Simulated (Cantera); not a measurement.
Charge: 1 mol PbO, 0.04 mol H2, held at 577 °C and 555 Torr.

Cantera equilibrium calculation (NASA polynomials, part measured and part estimated; ideal gas, pure solids and liquids). Candidate condensed phases: H2O, Pb, PbO, PbO2, Pb3O4; 12 gas species. Rates play no part.

Base state: H2O 1.000, H2 8.02e-5 (mole fractions); condensed: Pb(l) + PbO(yellow).

Problem. What changes in the equilibrium state with this change: PbO replaced by Pb?

Solution. 
| species | before | after |
|---|---|---|
| H2 | 8.02e-5 | 1.00 |
| H2O | 1.000 | 0 |
| Pb(l), mol | 0.0400 | 1.00 |
| PbO(yellow), mol | 0.960 | 0 |
